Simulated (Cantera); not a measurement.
Cantera run:

```python
import numpy as np
import cantera as ct

gas_names = [...]  # 113 gases of nasa_gas.yaml made of C, H, O, Ta
cond_names = """
    C(gr) C6H6(L) C7H8(L) C8H18(L),n-octa H2O(s) H2O(L) Ta(cr) Ta(L) TaC(s) TaC(L) Ta2O5(s) Ta2O5(L)
""".split()


# ... load() reads the species with a 1 bar reference pressure and builds the phases ...
atoms = {
    'Ta(OEt)5': {'Ta': 1, 'C': 10, 'H': 25, 'O': 5},
    'O2': {'O': 2},
}
top_T = {'C(gr)': 4500}  # K; cautious upper limits of use, not melting points


# ... equilibrate(T, P, feed) seeds the gas with the atoms and calls Mixture.equilibrate('TP', solver="vcs", rtol=1e-11, max_steps=5000) ...
results = []
feed = {'Ta(OEt)5': 1, 'O2': 0.069}  # mol
T = 950  # K
P = 690  # Pa
mix = equilibrate(T, P, feed)
results.append((T, P, feed, dict(zip(mix.species_names, mix.species_moles))))
x = sorted(zip(gas.X, gas.species_names), reverse=True)
print(f"T = {T:g} K  P = {P:g} Pa  gas = {mix.phase_moles(0):.4g} mol")
print("   x: " + "  ".join(f"{s} {v:.3e}" for v, s in x if v > 1e-06))
print("   condensed (mol): " + ("  ".join(f"{mix.phase(i).name} {mix.phase_moles(i):.4g}"
      for i in range(1, mix.n_phases) if mix.phase_moles(i) > 1e-12) or "none"))
```

Result:

```
T = 950 K  P = 690 Pa  gas = 15.11 mol
   x: H2 8.249e-01  CO 1.730e-01  H2O 9.198e-04  CH4 7.870e-04  CO2 3.456e-04
   condensed (mol): C(gr) 7.369  Ta2O5(s) 0.5
```

Method: chemical equilibrium by Gibbs-energy minimisation in Cantera with the NASA 1993 tables (ideal gas, pure condensed phases). The feed counts by its element totals alone.
